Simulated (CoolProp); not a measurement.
Vapour-liquid equilibrium of n-hexane (1) + ethylbenzene (2) at 0.0388 MPa; x and y are mole fractions of (1).

The numbers come from the multi-fluid Helmholtz-energy mixture model, Thol 2019 and Zhou 2012; pair parameters Bell 2016 in CoolProp.

```csv
x,"bubble temperature, mixture model (K)","bubble temperature, Raoult's law (K)","y, mixture model","y, Raoult's law"
0.05,365.9,368.6,0.340,0.282
0.125,354.1,358.6,0.600,0.536
0.2,345.9,350.7,0.730,0.685
0.275,339.8,344.4,0.806,0.778
0.35,335.2,339.2,0.854,0.839
0.425,331.5,334.7,0.887,0.882
0.5,328.3,330.9,0.912,0.914
0.575,325.6,327.6,0.932,0.937
0.65,323.3,324.6,0.947,0.955
0.725,321.1,322.0,0.961,0.969
0.8,319.1,319.6,0.973,0.980
0.875,317.2,317.4,0.984,0.989
0.95,315.4,315.4,0.994,0.996
```

The largest gap from Raoult's law is -4.8 K in bubble temperature, at x = 0.2. No azeotrope shows between x = 0.05 and 0.95.

The pair parameters rest on a limited set of measurements; away from them the model extrapolates.
